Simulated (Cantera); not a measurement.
What does this Cantera script print?

```python
import numpy as np
import cantera as ct

gas_names = """
    H HNO HNO2 HNO3 HO2 H2 H2O H2O2 N NH NH2 NH3 NH2OH NO NO2 NO3 N2 N2H2 N2H4 N2O O OH O2 O3 Si SiH
    SiH2 SiH3 SiH4 SiN SiO SiO2 Si2 Si2N Si3
""".split()
cond_names = """
    H2O(s) H2O(L) Si(cr) Si(L) SiO2(Lqz) SiO2(hqz) SiO2(L) Si2N2O(s) Si3N4(a)
""".split()


# ... load() reads the species with a 1 bar reference pressure and builds the phases ...
atoms = {
    'Si3N4': {'Si': 3, 'N': 4},
    'H2O': {'H': 2, 'O': 1},
}
top_T = {'Si2N2O(s)': 2100, 'Si3N4(a)': 2400}  # K; cautious upper limits of use, not melting points


# ... equilibrate(T, P, feed) seeds the gas with the atoms and calls Mixture.equilibrate('TP', solver="vcs", rtol=1e-11, max_steps=5000) ...
results = []
T = 898  # K
P = 19  # Pa
for m in [1.2, 1.5, 1.9, 2.3, 2.6, 3, 3.3, 3.7, 4, 4.4, 4.8, 5.1]:
    feed = {'Si3N4': 1, 'H2O': m}  # mol
    mix = equilibrate(T, P, feed)
    results.append((T, P, feed, dict(zip(mix.species_names, mix.species_moles))))

top = {s: max(r[3][s] / sum(r[3][g] for g in gas_names) for r in results) for s in gas_names}
cols = sorted((s for s in top if top[s] > 1e-05), key=lambda s: -top[s])[:8]
seen = [c for c in cond_names if any(r[3].get(c, 0) > 1e-12 for r in results)]
print("log10 of partial pressures in bar; condensed amounts in mol")
print(f"{'n(H2O)':>10s}" + "".join(f"{s[:9]:>10s}" for s in cols + seen))
for T, P, feed, n in results:
    ng = sum(n[g] for g in gas_names)
    print(f"{feed['H2O']:10.4g}" + "".join(f"{np.log10(max(n[s] / ng * P / 1e5, 1e-99)):10.3f}" for s in cols)
          + "".join(f"{n.get(c, 0):10.4g}" for c in seen))
```

It prints:

```
log10 of partial pressures in bar; condensed amounts in mol
    n(H2O)        H2        N2 SiO2(hqz) Si2N2O(s)  Si3N4(a)
       1.2    -3.846    -4.323         0       1.2       0.2
       1.5    -3.846    -4.323         0       1.5 1.752e-11
       1.9    -3.846    -4.323    0.2667     1.367         0
       2.3    -3.846    -4.323    0.5333     1.233         0
       2.6    -3.846    -4.323    0.7333     1.133         0
         3    -3.846    -4.323         1         1         0
       3.3    -3.846    -4.323       1.2       0.9         0
       3.7    -3.846    -4.323     1.467    0.7667         0
         4    -3.846    -4.323     1.667    0.6667         0
       4.4    -3.846    -4.323     1.933    0.5333         0
       4.8    -3.846    -4.323       2.2       0.4         0
       5.1    -3.846    -4.323       2.4       0.3         0
```

These are equilibrium values from Cantera (NASA tables, ideal gas, pure condensed phases), not measurements of a reactor.
